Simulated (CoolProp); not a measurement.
Vapour-liquid equilibrium of dimethyl carbonate (1) + n-heptane (2) at 51.55 °C; x and y are mole fractions of (1).

Values from CoolProp's multi-fluid Helmholtz-energy mixture model, Zhou 2011 and Span 2003; pair parameters Bell 2016.

```
x     bubble pressure (kPa)  y at the bubble point  dew pressure at overall composition x (kPa)  liquid density (mol/L)
----  ---------------------  ---------------------  -------------------------------------------  ----------------------
0.05                  24.26                  0.207                                        20.99                   6.691
0.2                   31.40                  0.455                                        24.08                   7.145
0.35                  33.97                  0.538                                        28.06                   7.674
0.5                   34.66                  0.573                                        32.85                   8.297
0.65                  34.69                  0.596                                        33.65                   9.038
0.8                   33.89                  0.640                                        29.54                   9.927
0.95                  29.09                  0.817                                        25.89                   11.00
```

y crosses x between x = 0.5 and 0.65: the model has an azeotrope there.

Pair parameters are fitted to limited data, so mixtures are less certain than the pure fluids. With so large a gap from Raoult's law the liquid may split in two, which this calculation doesn't test in full.
